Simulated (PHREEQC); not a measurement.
## Alkaline etch or developer: an equilibrium model

Solution (25 °C): 0.0042 mol TMAH, 0.0031 mol Na2SiO3 and 0.0037 mol Na2SO4 per kg of water. Closed to the air; pH follows from the charge balance.

Computed with PHREEQC (ion-association model, wateq4f.dat).

Precipitation was switched off in this run.

Task: Predict the pH.

Result: pH 11.79.

Task: In which forms is Si present?

Result: H3SiO4- 93 %, H2SiO4-2 5.8 %, H4SiO4 0.9 % of the Si.

(CH3)4N+ isn't in the database: it is added as a free cation with an ion size of 4 Å.
